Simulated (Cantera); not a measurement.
An isothermal, constant-pressure homogeneous reactor starts with CH3OH : O2 : N2 = 0.0093 : 0.0025 : 1 (molar parts), equivalence ratio 5.6, at 1100 K and 760 Torr.

Detailed kinetics in Cantera: GRI-Mech 3.0 (53 species, 325 reactions). GRI-Mech 3.0 was tuned for natural gas; its chemistry of methanol as a main component is partial and can be far from experiment.

Predict: x(O2) at 100 s; x(H2) at 100 s.


| Quantity | Result |
|---|---|
| x(O2) at 100 s | 1.34e-8 (gas-phase equilibrium <1e-12) |
| x(H2) at 100 s | 0.0135 (gas-phase equilibrium 0.0148) |
